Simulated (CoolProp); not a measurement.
Vapour-liquid equilibrium of propane (1) + R236FA (2) at 168 kPa; x and y are mole fractions of (1).

Model: multi-fluid Helmholtz-energy mixture model, Lemmon 2009 and Pan 2012; pair parameters Bell 2016, in CoolProp.

| x | bubble temperature (K) | y at the bubble point | dew temperature at overall composition x (K) | liquid density (mol/L) |
|---|---|---|---|---|
| 0.05 | 270.2 | 0.443 | 283.1 | 9.609 |
| 0.15 | 254.0 | 0.749 | 280.3 | 10.10 |
| 0.25 | 247.7 | (withheld) | 277.2 | (withheld) |
| 0.35 | 245.4 | 0.851 | (withheld) | 10.66 |
| 0.45 | 244.7 | 0.860 | 269.9 | 10.90 |
| 0.55 | 244.5 | (withheld) | 265.6 | 11.15 |
| 0.65 | 244.3 | 0.866 | 260.4 | (withheld) |
| 0.75 | 243.9 | 0.876 | 253.9 | 11.78 |
| 0.85 | 243.4 | (withheld) | 245.5 | 12.17 |
| 0.95 | 243.1 | 0.952 | 243.1 | (withheld) |

Q: Some entries are withheld; supply them.

A: 
- 0.25, y at the bubble point: 0.827
- 0.25, liquid density (mol/L): 10.41
- 0.35, dew temperature at overall composition x (K): 273.8
- 0.55, y at the bubble point: 0.863
- 0.65, liquid density (mol/L): 11.44
- 0.85, y at the bubble point: 0.899
- 0.95, liquid density (mol/L): 12.61

No azeotrope shows between x = 0.05 and 0.95.

Pair parameters are fitted to limited data, so mixtures are less certain than the pure fluids. With so large a gap from Raoult's law the liquid may split in two, which this calculation doesn't test in full.
